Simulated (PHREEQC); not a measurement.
Synthetic water in mg/kgw, 25 °C, pH 5.74, pe -0.3: Na 0.509; K 0.0938; Ca 0.167; Mg 0.0758; Cl 0.663; S(6) as SO4 0.196; Alkalinity as HCO3 0.981; Fe(2) 0.00567; Si as SiO2 0.0326; B 0.00492.

Cl is adjusted to close the charge balance.
Valence states are taken as typed.

All values are PHREEQC results (ion-association model, phreeqc.dat), not measurements.

Each row changes one thing in this solution. No solid was allowed to form.

```tsv
case	CO2 (mol/kgw)	CO3-2 (mol/kgw)	HSO4- (mol/kgw)	H2BO3- (mol/kgw)	(CO2)2 (mol/kgw)	H3SiO4- (mol/kgw)	SI of Quartz (SiO2)
as made	7.27e-5	4.73e-10	3.52e-10	1.45e-10	9.69e-11	4.43e-11	-2.29
B from 0.00492 to 0.0148 mg/kgw	7.26e-5	4.73e-10	3.52e-10	4.36e-10	9.69e-11	4.43e-11	-2.29
K from 0.0938 to 0.281 mg/kgw	7.26e-5	4.73e-10	3.51e-10	1.45e-10	9.68e-11	4.43e-11	-2.29
temperature from 25 to 5 °C at the same typed pH	0.000106	2.81e-10	2.37e-10	9.81e-11	[?]	2.00e-11	-1.97
pH from 5.74 to 6.04 at the same alkalinity	[?]	8.95e-10	[?]	2.89e-10	2.19e-11	8.84e-11	-2.29
```

Q: Fill in the missing entries.

A: 
- temperature from 25 to 5 °C at the same typed pH, (CO2)2 (mol/kgw): 9.85e-11
- pH from 5.74 to 6.04 at the same alkalinity, CO2 (mol/kgw): 3.45e-5
- pH from 5.74 to 6.04 at the same alkalinity, HSO4- (mol/kgw): 1.76e-10

Species that the database lacks are ignored. Away from 25 °C the constants follow the database's enthalpies or fits; those with neither stay at their 25 °C values.
